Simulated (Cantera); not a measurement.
A freely propagating, adiabatic, planar premixed flame of H2 : O2 : N2 : H2O = 1 : 0.217 : 0.817 : 0.57 (molar parts), equivalence ratio 2.3, unburnt at 600 K and 13300 Pa; mixture-averaged transport, grid criteria slope 0.08 and curve 0.16, no radiation.

Detailed kinetics in Cantera: the H2/O2 subset of GRI-Mech 3.0, which has no nitrogen chemistry. Burning velocities carry a grid error of a few per cent, more on coarse grids.

### Question
What does this change do: H2O 0.57 to 0.74 parts?

### Answer
| quantity | before | after |
|---|---|---|
| laminar burning velocity | 515 cm/s | 468 cm/s |
| thermal thickness | 5.57 mm | 5.51 mm |
| peak x(H) | 0.0717 | 0.0611 |
| peak x(O) | 0.00205 | 0.00170 |
| peak x(HO2) | 7.68e-5 | 8.11e-5 |
